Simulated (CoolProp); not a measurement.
Properties of CH3F (R41) along the isotherm 353.6 K (Tc = 317.3 K, pc = 5906 kPa, ω = 0.200).

Model: reference Helmholtz-energy equation of state, Lemmon 2006, in CoolProp. It is a short technical equation, of lower accuracy than the large ones.

| p (kPa) | phase | cv (kJ/(kg K)) | speed of sound (m/s) | expansivity (1/kK) |
|---|---|---|---|---|
| 2110 | gas | 1.025 | 309.7 | 3.994 |
| 4220 | gas | 1.105 | 289.9 | 5.954 |
| 6330 | supercritical | ___ | 270.2 | 9.694 |
| 8440 | supercritical | 1.303 | 254.3 | 17.49 |
| 10500 | supercritical | 1.350 | 260.2 | 24.15 |
| 12700 | supercritical | 1.310 | 309.1 | 16.62 |
| 14800 | supercritical | 1.277 | 363.0 | 11.34 |
| 16900 | supercritical | 1.258 | 410.1 | 8.660 |
| 19000 | supercritical | 1.247 | 450.6 | 7.113 |
| 21100 | supercritical | 1.239 | 486.0 | 6.110 |
| 23200 | supercritical | ___ | 517.7 | 5.406 |
| 25300 | supercritical | 1.231 | 546.5 | 4.881 |
| 27400 | supercritical | 1.228 | ___ | 4.473 |
| 29500 | supercritical | 1.226 | 597.5 | 4.146 |

Task: Some entries are withheld; supply them.

Result: 
- 6330, cv (kJ/(kg K)): 1.200
- 23200, cv (kJ/(kg K)): 1.234
- 27400, speed of sound (m/s): 572.9
